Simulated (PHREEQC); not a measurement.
Solution (94 °C): 0.26 mol/kgw MgCl2. Closed to the air; pH follows from the charge balance.

All values are PHREEQC results (Pitzer model, pitzer.dat), not measurements.

### Question
The ionic strength comes out as 0.780 mol/kgw. What activity coefficients do Cl-, Mg+2, MgOH+, H+ get?

### Answer
Cl- 0.60, Mg+2 0.19, MgOH+ 0.84, H+ 0.72. Single-ion values are on the MacInnes scale.

Precipitation was switched off in this run. Complexes and solids missing from the database can't appear. At this temperature some constants are extrapolated from 25 °C, and those without enthalpy data are left unchanged.
